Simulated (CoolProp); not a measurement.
Properties of acetone along the isobar 101 kPa.

The numbers come from the reference Helmholtz-energy equation of state, Lemmon 2006 in CoolProp. It is a short technical equation, of lower accuracy than the large ones.

```
T (°C)  phase  density (kg/m³)  cv (kJ/(kg K))  isothermal compressibility (1/MPa)  expansivity (1/kK)
------  -----  ---------------  --------------  ----------------------------------  ------------------
189.65    gas            1.543             ___                               10.02               2.258
200.55    gas            1.506             ___                               10.01               2.197
211.45    gas            1.471             ___                               10.00               2.140
222.35    gas            1.437             ___                               9.995               2.086
233.25    gas            1.405             ___                               9.988               2.036
244.15    gas            1.375           1.771                               9.981               1.988
255.05    gas            1.346             ___                               9.975               1.943
265.95    gas            1.318             ___                               9.970               1.900
276.85    gas            1.291             ___                               9.965               1.860
```

### Question
What belongs in the gaps?

### Answer

- 189.65, cv (kJ/(kg K)): 1.632
- 200.55, cv (kJ/(kg K)): 1.660
- 211.45, cv (kJ/(kg K)): 1.688
- 222.35, cv (kJ/(kg K)): 1.716
- 233.25, cv (kJ/(kg K)): 1.744
- 255.05, cv (kJ/(kg K)): 1.798
- 265.95, cv (kJ/(kg K)): 1.825
- 276.85, cv (kJ/(kg K)): 1.852
